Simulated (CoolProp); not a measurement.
Properties of neopentane at several states.

Computed with CoolProp (reference Helmholtz-energy equation of state, Lemmon 2006). It is a short technical equation, of lower accuracy than the large ones.

| T (K) | p (kPa) | phase | density (kg/m³) | isothermal compressibility (1/MPa) |
|---|---|---|---|---|
| 475.5 | 17.8 | gas | 0.3253 | 56.26 |
| 438.7 | 2020 | gas | 53.29 | 0.7068 |
| 266.5 | 3820 | liquid | 622.7 | ___ |
| 530.3 | 444 | gas | 7.447 | 2.309 |
| 537.7 | 15500 | supercritical | ___ | ___ |

**Question.** Complete the blanks.

**Answer.** 
- 266.5, isothermal compressibility (1/MPa): 0.001963
- 537.7, density (kg/m³): 346.7
- 537.7, isothermal compressibility (1/MPa): 0.02841
